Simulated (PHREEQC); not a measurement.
0.32 g of hydrous ferric oxide (600 m²/g; 0.2 weak and 0.005 strong sites per Fe, Dzombak-Morel constants, diffuse double layer) in 1 kg of water with 0.3 mol/kgw of an inert sodium salt and 0.05 mmol/kgw NiCl2 and 1.8 mmol/kgw MgCl2, at 25 °C; the pH is set by adding NaOH or the inert anion's acid. O2 is buffered at 0.21 atm. CO2 from the air is kept out. Nothing may precipitate in this run.

Base run: PHREEQC, ion-association model, wateq4f.dat. Each further column changes one thing. The table gives Ni sorbed (%).

```
pH    base  no electrostatic term (-no_edl)  background salt from 0.3 to 0.03 mol/kgw  oxide from 0.32 to 1.6 g/kgw  0.00029 mol/kgw ZnSO4 added
----  ----  -------------------------------  ----------------------------------------  ----------------------------  ---------------------------
4      0.0                              0.0                                       0.0                           0.0                          0.0
4.75   0.2                              0.2                                       0.2                           0.8                          0.2
5.5    3.4                              5.3                                       3.4                          14.9                          1.3
5.88  11.3                             17.4                                      11.3                          41.1                          ___
6.62  39.9                             54.4                                      40.6                          90.3                          ___
7.38  81.1                             91.8                                      82.8                          99.3                         47.2
8.12  95.2                              ___                                      95.5                          99.9                         76.5
8.5   96.7                             98.5                                      96.7                         100.0                          ___
9.25  97.2                             98.7                                      96.9                         100.0                         90.3
10    91.2                             95.4                                      86.6                         100.0                         85.9
```

Q: Some entries are withheld; supply them.

A: 
- 5.88, 0.00029 mol/kgw ZnSO4 added: 2.3
- 6.62, 0.00029 mol/kgw ZnSO4 added: 13.3
- 8.12, no electrostatic term (-no_edl): 97.9
- 8.5, 0.00029 mol/kgw ZnSO4 added: 83.6

In at least one series the solution becomes supersaturated in solids that the run did not let form, among them Ni(OH)2.
